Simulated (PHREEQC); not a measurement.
Make-up at 20 °C: 0.17 mol NH3 and 0.025 mol NaAlO2 per kg of water. It is in equilibrium with CO2 at log p = -1 (atm). Otherwise closed; pH follows from the charge balance.

Computed with PHREEQC (ion-association model, phreeqc.dat).

Precipitation was switched off in this run.

Order these Na species by the share of Na that they hold, largest first: NaHCO3, Na+, NaCO3-.

Na+ (95 %), NaHCO3 (4.8 %), NaCO3- (0.53 %)

The pH is 7.88 and the ionic strength 0.192 mol/kgw. Examples of supersaturated solids here: Al(OH)3(a), Gibbsite (slow to form). Others may be too. Carbamate, which ammonia and carbonate form, is missing from the database.
